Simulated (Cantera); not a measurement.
Charge: 1 mol Fe, 1.5 mol CO, 14 mol H2, equilibrated at 900 °C and 1 atm.

Equilibrium computed with Cantera from the NASA thermochemical tables; the gas is ideal and each condensed phase is pure. Candidate condensed phases: C, C6H6, C7H8, C8H18, Fe, Fe(CO)5, FeO, Fe(OH)2, Fe(OH)3, Fe2O3, Fe3O4, H2O; 114 gas species. Equilibrium is a limit: real reactors are often held back by kinetics, nucleation or transport.

Q: What is the equilibrium state?

A: 
```
Property                                   Result
--------------------------------------  ---------
x(H2)                                       0.895
x(CO)                                      0.0906
x(CH4)                                    0.00704
x(H2O)                                    0.00652
x(CO2)                                   0.000518
n(Fe(α))                                 1.00 mol
gas amount                              15.28 mol
log10 activity of C(graphite) (absent)      -0.35
log10 activity of Fe(OH)2(s) (absent)       -8.92
log10 activity of Fe(OH)3(s) (absent)      -15.88
```
